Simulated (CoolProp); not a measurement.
A Linde-Hampson liquefier for dry air: isothermal reversible compression at 200 K from 1 atm to 25 MPa, throttling to 1 atm, return gas leaving the recuperator 10 K below the feed. Each further row changes one setting.

Values from CoolProp's reference Helmholtz-energy equation of state, Lemmon 2000. It is a pseudo-pure fit of the blend.

```tsv
case	liquid yield per pass	compression work (kJ/kg of gas)
as stated	[?]	295
high pressure 50 MPa	[?]	[?]
warm-end temperature 230 K	[?]	[?]
warm-end gap 15 K	[?]	295
```

Complete the blanks.


- as stated, liquid yield per pass: 0.247
- high pressure 50 MPa, liquid yield per pass: 0.248
- high pressure 50 MPa, compression work (kJ/kg of gas): 340
- warm-end temperature 230 K, liquid yield per pass: 0.169
- warm-end temperature 230 K, compression work (kJ/kg of gas): 351
- warm-end gap 15 K, liquid yield per pass: 0.235
